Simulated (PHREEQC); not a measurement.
Consider water at 25 °C with 0.74 mol/kgw NaHSO4 and 0.00027 mol/kgw Na2CO3. Closed to the air; pH follows from the charge balance.

The numbers come from PHREEQC with the ion-association model, wateq4f.dat.

Each row changes one thing in this solution. No solid was allowed to form.

| case | pH | ionic strength (mol/kgw) | Na+ (mol/kgw) |
|---|---|---|---|
| as made | 0.80 | 1.02 | 0.664 |
| Na2CO3 left out | 0.80 | 1.01 | 0.663 |
| Na2CO3 from 0.00027 to 0.00135 mol/kgw | 0.80 | 1.02 | 0.665 |
| NaHSO4 left out | 10.17 | 0.000655 | 0.000539 |
| Na2CO3 replaced by Na2SeO4 at the same molality | 0.80 | 1.02 | 0.664 |
| 0.4 mol/kgw NaHF2 added | 1.29 | 1.27 | 0.947 |
| NaHSO4 from 0.74 to 0.666 mol/kgw | 0.83 | 0.925 | 0.599 |
| NaHSO4 replaced by KHSO4 at the same molality | 0.79 | 1.01 | 0.000485 |

The ionic strength passes 0.7 mol/kgw, the rough limit of the ion-association models, in as made; Na2CO3 left out; Na2CO3 from 0.00027 to 0.00135 mol/kgw; Na2CO3 replaced by Na2SeO4 at the same molality; 0.4 mol/kgw NaHF2 added; NaHSO4 from 0.74 to 0.666 mol/kgw; NaHSO4 replaced by KHSO4 at the same molality. Species that the database lacks are ignored. wateq4f.dat counts part of the HF as a dimer, H2F2, which phreeqc.dat doesn't know; its constant is uncertain.
